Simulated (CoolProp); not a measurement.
Vapour-liquid equilibrium of toluene (1) + n-octane (2) at 1400 kPa; x and y are mole fractions of (1).

Values from CoolProp's multi-fluid Helmholtz-energy mixture model, Lemmon 2006 and Beckmüller 2019; pair parameters Bell 2016.

```json
[
 {"x": "0.05", "bubble temperature, mixture model (°C)": "254.1", "bubble temperature, Raoult's law (°C)": "254.6", "y, mixture model": "0.062", "y, Raoult's law": "0.064"},
 {"x": "0.15", "bubble temperature, mixture model (°C)": "251.3", "bubble temperature, Raoult's law (°C)": "252.7", "y, mixture model": "0.180", "y, Raoult's law": "0.186"},
 {"x": "0.25", "bubble temperature, mixture model (°C)": "248.7", "bubble temperature, Raoult's law (°C)": "250.8", "y, mixture model": "0.292", "y, Raoult's law": "0.302"},
 {"x": "0.35", "bubble temperature, mixture model (°C)": "246.5", "bubble temperature, Raoult's law (°C)": "249.0", "y, mixture model": "0.397", "y, Raoult's law": "0.412"},
 {"x": "0.45", "bubble temperature, mixture model (°C)": "244.4", "bubble temperature, Raoult's law (°C)": "247.2", "y, mixture model": "0.497", "y, Raoult's law": "0.516"},
 {"x": "0.55", "bubble temperature, mixture model (°C)": "242.7", "bubble temperature, Raoult's law (°C)": "245.5", "y, mixture model": "0.591", "y, Raoult's law": "0.615"},
 {"x": "0.65", "bubble temperature, mixture model (°C)": "241.2", "bubble temperature, Raoult's law (°C)": "243.8", "y, mixture model": "0.682", "y, Raoult's law": "0.708"},
 {"x": "0.75", "bubble temperature, mixture model (°C)": "240.0", "bubble temperature, Raoult's law (°C)": "242.1", "y, mixture model": "0.772", "y, Raoult's law": "0.797"},
 {"x": "0.85", "bubble temperature, mixture model (°C)": "239.0", "bubble temperature, Raoult's law (°C)": "240.5", "y, mixture model": "0.862", "y, Raoult's law": "0.881"},
 {"x": "0.95", "bubble temperature, mixture model (°C)": "238.3", "bubble temperature, Raoult's law (°C)": "238.8", "y, mixture model": "0.953", "y, Raoult's law": "0.961"}
]
```

The largest gap from Raoult's law is -2.8 K in bubble temperature, at x = 0.55. No azeotrope shows between x = 0.05 and 0.95.

Pair parameters are fitted to limited data, so mixtures are less certain than the pure fluids.
